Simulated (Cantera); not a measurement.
A Cantera script and what it prints.

```python
import numpy as np
import cantera as ct

gas_names = """
    CF4 CuF2
""".split()
cond_names = """
    Cu(cr) Cu(L) C(gr)
""".split()


# ... load() reads the species with a 1 bar reference pressure and builds the phases ...
species = {s.name: s for s in load("nasa_gas.yaml", gas_names) + load("nasa_condensed.yaml", cond_names)}
# Each term lists the table entries of one substance; the one whose range holds T is used.
reactions = {
    '2 Cu + CF4(g) = C + 2 CuF2(g)':
        [(-2, ['Cu(cr)', 'Cu(L)']), (-1, ['CF4']), (1, ['C(gr)']), (2, ['CuF2'])],
}


def pick(names, T):
    return next(species[n] for n in names if species[n].thermo.min_temp <= T <= species[n].thermo.max_temp)


results = []
for label, terms in reactions.items():
    print(label)
    print("     T/K   dH/kJ  dS/(J/K)   dG/kJ   log10 K")
    for T in [300, 875, 925, 975, 1025, 1075, 1125]:
        used = [(nu, pick(names, T)) for nu, names in terms]
        dH = sum(nu * s.thermo.h(T) for nu, s in used) / 1e6
        dS = sum(nu * s.thermo.s(T) for nu, s in used) / 1e3
        dG = dH - T * dS / 1e3
        logK = -dG * 1e6 / (ct.gas_constant * T * np.log(10))
        results.append((label, T, dH, dS, dG, logK, [s.name for _, s in used]))
        print(f"{T:8g} {dH:8.1f} {dS:8.1f} {dG:8.1f} {logK:8.2f}")
```

Output:

```
2 Cu + CF4(g) = C + 2 CuF2(g)
     T/K   dH/kJ  dS/(J/K)   dG/kJ   log10 K
     300    399.2    212.2    335.6   -58.43
     875    391.8    199.5    217.2   -12.97
     925    390.8    198.4    207.2   -11.70
     975    389.8    197.4    197.3   -10.57
    1025    388.7    196.3    187.5    -9.56
    1075    387.6    195.3    177.7    -8.63
    1125    386.5    194.2    168.0    -7.80
```

Cantera with NASA thermochemical tables; ideal gases at 1 bar, condensed phases pure. Condensed species are held in their standard states even where they would react or evaporate.
